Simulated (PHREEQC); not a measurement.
Consider water at 75 °C with 0.098 mol CuCl2, 0.0022 mol H2SO4 and 0.00068 mol H3BO3 per kg of water. Closed to the air; pH follows from the charge balance.

Model: ion-association model, wateq4f.dat, run in PHREEQC.

```csv
quantity,before,after
pH,2.50,2.49
Cl- (mol/kgw),0.145,0.0180
Cu+2 (mol/kgw),0.0489,0.00768
CuCl+ (mol/kgw),0.0456,0.00156
CuCl2 (mol/kgw),0.00259,1.65e-5
SI of Atacamite (Cu2(OH)3Cl),-2.55,-4.53
SI of Tenorite (CuO),-2.85,-3.44
```

What was changed between the two runs?
A. H3BO3 from 0.00068 to 6.8e-05 mol/kgw
B. H3BO3 from 0.00068 to 0.00034 mol/kgw
C. H3BO3 from 0.00068 to 0.000748 mol/kgw
D. CuCl2 from 0.098 to 0.0098 mol/kgw

D, CuCl2 from 0.098 to 0.0098 mol/kgw

Precipitation was switched off in this run. At this temperature some constants are extrapolated from 25 °C, and those without enthalpy data are left unchanged.
